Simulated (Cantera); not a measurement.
A freely propagating, adiabatic, planar premixed flame of 37.6 % H2, 12.5 % O2, 47.0 % N2, 2.86 % H2O, unburnt at 373 K and 0.260 bar; mixture-averaged transport, grid criteria slope 0.08 and curve 0.16, no radiation.

Computed with Cantera and the H2/O2 subset of GRI-Mech 3.0, which has no nitrogen chemistry. Burning velocities carry a grid error of a few per cent, more on coarse grids.

Question: Predict: laminar burning velocity; thermal thickness; peak x(HO2); peak x(OH); peak x(H2O2).

Answer: 
```
Property                     Value
------------------------  --------
laminar burning velocity  354 cm/s
thermal thickness          2.13 mm
peak x(HO2)               0.000204
peak x(OH)                 0.00864
peak x(H2O2)               4.06e-5
```
